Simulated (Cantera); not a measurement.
## Premixed flame

A freely propagating, adiabatic, planar premixed flame of 37.1 % H2, 13.2 % O2, 49.7 % N2, equivalence ratio 1.4, unburnt at 475 K and 0.197 atm; mixture-averaged transport, grid criteria slope 0.08 and curve 0.16, no radiation.

Computed with Cantera and the H2/O2 subset of GRI-Mech 3.0, which has no nitrogen chemistry. Burning velocities carry a grid error of a few per cent, more on coarse grids.

```json
[
 {"z (mm)": "-10.3", "T (K)": "475", "u (m/s)": "4.93", "x H2": "0.371", "x O2": "0.132", "x H": "<1e-8", "x O": "<1e-8", "x H2O": "<1e-8", "x HO2": "<1e-8"},
 {"z (mm)": "-6.85", "T (K)": "475", "u (m/s)": "4.93", "x H2": "0.371", "x O2": "0.132", "x H": "<1e-8", "x O": "<1e-8", "x H2O": "<1e-8", "x HO2": "<1e-8"},
 {"z (mm)": "-5.14", "T (K)": "475", "u (m/s)": "4.93", "x H2": "0.371", "x O2": "0.132", "x H": "<1e-8", "x O": "<1e-8", "x H2O": "<1e-8", "x HO2": "<1e-8"},
 {"z (mm)": "-3.43", "T (K)": "475", "u (m/s)": "4.93", "x H2": "0.371", "x O2": "0.132", "x H": "<1e-8", "x O": "<1e-8", "x H2O": "<1e-8", "x HO2": "4.90e-8"},
 {"z (mm)": "-1.71", "T (K)": "481", "u (m/s)": "4.99", "x H2": "0.369", "x O2": "0.132", "x H": "9.91e-5", "x O": "3.72e-6", "x H2O": "0.000258", "x HO2": "8.79e-5"},
 {"z (mm)": "-0.857", "T (K)": "658", "u (m/s)": "6.72", "x H2": "0.344", "x O2": "0.128", "x H": "0.00802", "x O": "0.000163", "x H2O": "0.0142", "x HO2": "6.17e-5"},
 {"z (mm)": "0", "T (K)": "1099", "u (m/s)": "10.9", "x H2": "0.209", "x O2": "0.0830", "x H": "0.0680", "x O": "0.00550", "x H2O": "0.112", "x HO2": "2.03e-5"},
 {"z (mm)": "0.857", "T (K)": "1388", "u (m/s)": "13.6", "x H2": "0.100", "x O2": "0.0195", "x H": "0.108", "x O": "0.00878", "x H2O": "0.229", "x HO2": "4.49e-6"},
 {"z (mm)": "1.71", "T (K)": "1503", "u (m/s)": "14.6", "x H2": "0.0916", "x O2": "0.0109", "x H": "0.103", "x O": "0.00817", "x H2O": "0.246", "x HO2": "2.26e-6"},
 {"z (mm)": "3.43", "T (K)": "1632", "u (m/s)": "15.7", "x H2": "0.0968", "x O2": "0.00884", "x H": "0.0891", "x O": "0.00749", "x H2O": "0.251", "x HO2": "1.60e-6"},
 {"z (mm)": "6.85", "T (K)": "1772", "u (m/s)": "16.9", "x H2": "0.102", "x O2": "0.00708", "x H": "0.0731", "x O": "0.00633", "x H2O": "0.258", "x HO2": "1.13e-6"},
 {"z (mm)": "13.7", "T (K)": "1921", "u (m/s)": "18.1", "x H2": "0.107", "x O2": "0.00516", "x H": "0.0568", "x O": "0.00477", "x H2O": "0.266", "x HO2": "7.60e-7"},
 {"z (mm)": "27.4", "T (K)": "2062", "u (m/s)": "19.2", "x H2": "0.111", "x O2": "0.00337", "x H": "0.0420", "x O": "0.00316", "x H2O": "0.275", "x HO2": "4.95e-7"}
]
```
x: mole fraction of selected species; z is measured from the peak of heat release.

```yaml
laminar_burning_velocity: 493 cm/s
thermal_thickness: 3.43 mm
peak x(H): 0.109
peak x(O): 0.00893
peak x(HO2): 0.000110
grid_points: 145
```
